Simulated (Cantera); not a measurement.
An adiabatic, constant-volume homogeneous reactor starts with CH4 : O2 : N2 = 1 : 2.3 : 8.64 (molar parts), equivalence ratio 0.87, at 1148 K and 9.87 atm.

Detailed kinetics in Cantera: GRI-Mech 3.0 (53 species, 325 reactions).

Predict: time of steepest temperature rise; temperature at 6.00 s; equilibrium temperature; x(O2) at 6.00 s; x(H2O) at 6.00 s; x(NO2) at 6.00 s; x(N2O) at 6.00 s.


- time of steepest temperature rise = 8.28 ms
- temperature at 6.00 s = 2899 K
- equilibrium temperature = 2899 K
- x(O2) at 6.00 s = 0.0255 (gas-phase equilibrium 0.0255)
- x(H2O) at 6.00 s = 0.151 (gas-phase equilibrium 0.151)
- x(NO2) at 6.00 s = 1.52e-5 (gas-phase equilibrium 1.52e-5)
- x(N2O) at 6.00 s = 3.75e-6 (gas-phase equilibrium 3.75e-6)
